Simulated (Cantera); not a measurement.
A freely propagating, adiabatic, planar premixed flame of 12.7 % CH4, 0.481 % H2, 18.2 % O2, 68.6 % N2, equivalence ratio 1.4, unburnt at 700 K and 0.770 bar; mixture-averaged transport, grid criteria slope 0.08 and curve 0.16, no radiation.

Cantera simulation using GRI-Mech 3.0 (53 species, 325 reactions); the numbers are that mechanism's predictions, not measurements. Burning velocities carry a grid error of a few per cent, more on coarse grids.

Task: Predict: laminar burning velocity; thermal thickness; peak x(C2H); peak x(HCN); peak x(CO).

Result: 
* **laminar burning velocity**: 124 cm/s
* **thermal thickness**: 0.497 mm
* **peak x(C2H)**: 3.41e-6
* **peak x(HCN)**: 5.12e-5
* **peak x(CO)**: 0.0832
